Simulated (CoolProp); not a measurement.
Saturation properties of n-perfluoropentane (Tc = 421.0 K, pc = 2063 kPa, ω = 0.436).

Computed with CoolProp (reference Helmholtz-energy equation of state, Gao 2022).

```csv
T (K),p (kPa),vapour density (kg/m³),enthalpy of vaporisation (kJ/kg),liquid cp (kJ/(kg K))
276,34.26,4.410,98.05,1.004
280.7,42.31,5.379,96.79,1.013
285.4,51.80,6.510,95.52,1.023
290.2,63.18,7.853,94.19,1.032
294.9,76.16,9.373,92.86,1.041
299.6,91.16,11.12,91.49,1.051
304.3,108.4,13.11,90.10,1.060
309,128.0,15.38,88.66,1.070
313.8,150.8,18.00,87.16,1.079
318.5,176.1,20.91,85.64,1.089
323.2,204.5,24.19,84.09,1.099
327.9,236.3,27.87,82.48,1.109
332.6,271.7,32.00,80.82,1.120
```

It boils at 302.5 K under 1 atm.
